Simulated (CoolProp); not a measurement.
Properties of dimethyl carbonate at several states (Tc = 283.9 °C, pc = 49.09 bar, ω = 0.346).

Model: reference Helmholtz-energy equation of state, Zhou 2011, in CoolProp.

```csv
T (°C),p (bar),phase,cv (kJ/(kg K)),Joule-Thomson coefficient (K/MPa)
196.95,145,liquid,1.645,-0.08184
277.75,8.03,gas,1.693,7.350
128.75,3.84,liquid,1.518,-0.1670
101.25,1.01,gas,1.291,21.77
```
